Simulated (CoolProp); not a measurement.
Vapour pressure (kPa) of neopentane: the reference equation beside estimates from Tc = 433.7 K, pc = 3196 kPa, ω = 0.196.

Values from CoolProp's reference Helmholtz-energy equation of state, Lemmon 2006. It is a short technical equation, of lower accuracy than the large ones.

| T (K) | reference | van der Waals | Redlich-Kwong | Soave-Redlich-Kwong | Peng-Robinson |
|---|---|---|---|---|---|
| 286.5 | 116.2 | 473.3 | 167.9 | 115.9 | 116.4 |
| 294.9 | 154.4 | 551.3 | 217.5 | 154.1 | 154.2 |
| 303.3 | 201.5 | 637.3 | 277.0 | 201.4 | 200.8 |
| 311.7 | 258.8 | 731.6 | 347.5 | 259.1 | 257.6 |
| 320.1 | 327.7 | 834.6 | 430.0 | 328.4 | 325.9 |
| 328.5 | 409.4 | 946.4 | 525.4 | 410.9 | 407.1 |
| 336.9 | 505.4 | 1067 | 634.8 | 508.0 | 502.6 |
| 345.3 | 617.0 | 1198 | 759.2 | 621.2 | 614.0 |
| 353.7 | 745.8 | 1338 | 899.4 | 752.1 | 742.9 |
| 362.1 | 893.4 | 1488 | 1056 | 902.1 | 891.0 |
| 370.5 | 1061 | 1648 | 1231 | 1073 | 1060 |
| 378.9 | 1251 | 1818 | 1424 | 1266 | 1251 |

Absolute difference from the reference over all 12 rows, mean and median: van der Waals 141.8 and 121.1 %, Redlich-Kwong 27.8 and 27.0 %, Soave-Redlich-Kwong 0.5 and 0.4 %, Peng-Robinson 0.3 and 0.4 %.
